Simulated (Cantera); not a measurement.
A closed system holds: 1 mol Zr, 0.031 mol O2, 7 mol H2, at 1300 Pa.

These are equilibrium values from Cantera (NASA tables, ideal gas, pure condensed phases), not measurements of a reactor. Candidate condensed phases: H2O, Zr, ZrO2; 12 gas species. Mutual solubility and eutectic melting of coexisting phases are not modelled. Condensed phases not in the tables: N, O or C dissolved in the metal. Equilibrium is a limit: real reactors are often held back by kinetics, nucleation or transport.

x: gas mole fraction; n: condensed amount in mol.

| T (K) | x H2 | x H | x ZrO | x Zr | x H2O | n Zr(β) | n ZrO2(tetragonal) | n Zr(l) |
|---|---|---|---|---|---|---|---|---|
| 1750 | 0.998 | 0.00204 | 2.02e-8 | 1.07e-9 | 8.90e-8 | 0.969 | 0.0310 | 0 |
| 1800 | 0.997 | 0.00314 | 6.56e-8 | 3.38e-9 | 1.54e-7 | 0.969 | 0.0310 | 0 |
| 1850 | 0.995 | 0.00471 | 1.99e-7 | 1.00e-8 | 2.60e-7 | 0.969 | 0.0310 | 0 |
| 1900 | 0.993 | 0.00694 | 5.71e-7 | 2.81e-8 | 4.25e-7 | 0.969 | 0.0310 | 0 |
| 1950 | 0.990 | 0.0100 | 1.55e-6 | 7.46e-8 | 6.78e-7 | 0.969 | 0.0310 | 0 |
| 2000 | 0.986 | 0.0142 | 3.98e-6 | 1.89e-7 | 1.05e-6 | 0.969 | 0.0310 | 0 |
| 2050 | 0.980 | … | … | … | … | 0.969 | 0.0310 | 0 |
| 2100 | 0.973 | 0.0270 | 2.30e-5 | 1.06e-6 | 2.38e-6 | 0.969 | 0.0309 | 0 |
| 2150 | 0.964 | 0.0363 | 5.16e-5 | 2.32e-6 | 3.48e-6 | 0 | 0.0308 | 0.969 |
| 2200 | 0.952 | … | … | … | … | 0 | 0.0306 | 0.969 |
| 2250 | 0.937 | 0.0630 | 0.000229 | 9.80e-6 | 7.11e-6 | 0 | 0.0301 | 0.968 |
| 2300 | 0.918 | 0.0813 | 0.000459 | 1.92e-5 | 9.87e-6 | 0 | 0.0293 | 0.967 |
| 2350 | 0.896 | 0.104 | 0.000893 | 3.65e-5 | 1.34e-5 | 0 | 0.0276 | 0.965 |

Question: Fill in the missing entries.

Answer: 
- 2200, x H: 0.0482
- 2200, x ZrO: 0.000111
- 2200, x Zr: 4.85e-6
- 2200, x H2O: 5.02e-6
- 2050, x H: 0.0197
- 2050, x ZrO: 9.79e-6
- 2050, x Zr: 4.56e-7
- 2050, x H2O: 1.60e-6
